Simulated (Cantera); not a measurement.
**Si + Br2 + N2 (silicon etching in halogen gases)**

Input: 1 mol Si, a varied amount of Br2, 3.4 mol N2, equilibrated at 0.00133 bar.

Method: chemical equilibrium by Gibbs-energy minimisation in Cantera with the NASA 1993 tables (ideal gas, pure condensed phases). Candidate condensed phases: Br2, Si, Si3N4; 13 gas species. N2 is the only nitrogen source here; it is nearly inert below about 1500 K, so the nitride shown seldom forms there in practice. The tables' values for SiBr3 are old estimates. The numbers say what is thermodynamically allowed, not how fast it happens.

Stable condensed phases:

```
T in K \ n(Br2) in mol
         1.1 1.4 1.7   2 2.5   3 3.7 4.6 5.6
   1675    A   B   B   B   B   B   B   B   B
   1600    C   B   B   B   B   B   B   B   B
   1525    C   B   B   B   B   B   B   B   B
   1450    C   B   B   B   B   B   B   B   B
   1375    C   B   B   B   B   B   B   B   B
   1300    C   C   B   B   B   B   B   B   B
   1225    C   C   C   B   B   B   B   B   B
   1150    C   C   C   B   B   B   B   B   B
   1075    C   C   C   B   B   B   B   B   B
   1000    C   C   C   B   B   B   B   B   B
    925    C   C   C   B   B   B   B   B   B
```

A: Si; B: gas only; C: Si3N4.
